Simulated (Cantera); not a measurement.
Input: 1 mol SiC, 0.014 mol O2, 700 mol H2, held at 2023.15 K and 5.20 Pa.

Equilibrium computed with Cantera from the NASA thermochemical tables; the gas is ideal and each condensed phase is pure. Candidate condensed phases: C, C6H6, C7H8, C8H18, H2O, Si, SiC, SiO2; 123 gas species. Equilibrium is a limit: real reactors are often held back by kinetics, nucleation or transport.

Base state: H2 0.767, H 0.231, Si 0.00121, C2H2 (acetylene) 0.000562, SiC2 4.56e-5, CO 3.53e-5 (mole fractions); condensed: gas only.

Q: What changes in the equilibrium state with this change: SiC replaced by Si3N4?

A: 
| species | before | after |
|---|---|---|
| H2 | 0.767 | 0.763 |
| H | 0.231 | 0.230 |
| Si | 0.00121 | 0.00371 |
| N2 | 0 | 0.00251 |
| C2H2 (acetylene) | 0.000562 | 0 |
| SiC2 | 4.56e-5 | 0 |
Further candidate phases: Si2N2O, Si3N4.
